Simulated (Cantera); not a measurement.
A closed system holds: 1 mol SiCl₄, 2.5 mol HCl, 16 mol H₂, equilibrated at 1.00 bar.

Method: chemical equilibrium by Gibbs-energy minimisation in Cantera with the NASA 1993 tables (ideal gas, pure condensed phases). Candidate condensed phases: Si; 19 gas species. The numbers say what is thermodynamically allowed, not how fast it happens. All values below are at 898 K.

Base state: H₂ 0.820, HCl 0.129, SiCl₄ 0.0504, SiHCl₃ 0.000890 (mole fractions); condensed: gas only.

Q: What changes in the equilibrium state with this change: SiCl₄ replaced by Si?

A: 
| species | before | after |
|---|---|---|
| H₂ | 0.820 | 0.957 |
| SiCl₄ | 0.0504 | 0.0202 |
| SiHCl₃ | 0.000890 | 0.0178 |
| HCl | 0.129 | 0.00302 |
| SiH₃Cl | <1e-9 | 3.02e-5 |
| SiH₂Cl₂ | 1.49e-6 | 0.00149 |
| SiCl₂ | 1.51e-8 | 1.29e-5 |
| SiCl₃ | 3.96e-6 | 7.33e-5 |
| Si(s), mol | 0 | 0.295 |
The tables' values for SiCl₃ are old estimates; treat these amounts as uncertain.
